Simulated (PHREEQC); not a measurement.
A solution holds 1 mol/kgw LiCl and 2.6 mol/kgw KCl, at 25 °C. Closed to the air; pH follows from the charge balance.

Equilibrium calculation in PHREEQC: Pitzer model, pitzer.dat.

No solid was allowed to form.

Q: Estimate the activity of water, density, osmotic coefficient.

A: activity of water 0.870; density 1.121 g/cm³; osmotic coefficient 1.073.

Complexes and solids missing from the database can't appear.
